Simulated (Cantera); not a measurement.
**B₂O₃ + BCl₃ + H₂ (oxide etching and cleaning by halides)**

Feed: 1 mol B₂O₃, 0.99 mol BCl₃, 0.31 mol H₂, equilibrated at 577 °C and 3.40 mbar.

Cantera equilibrium calculation (NASA polynomials, part measured and part estimated; ideal gas, pure solids and liquids). Candidate condensed phases: B, B₂O₃, B₃O₃H₃, H₂O; 33 gas species. Gases not in the tables: BHCl₂. Kinetics and transport are ignored.

```yaml
x(BCl₃): 0.641
x(H₂): 0.207
x(B₃O₃Cl₃): 0.0939
x(HCl): 0.0577
x(B₃O₃H₃): 2.64e-5
n(B(s)): 0.0252 mol
n(B₂O₃(l)): 0.877 mol
gas_amount: 1.313 mol
log10 activity of B₃O₃H₃(s) (absent): -10.46
```
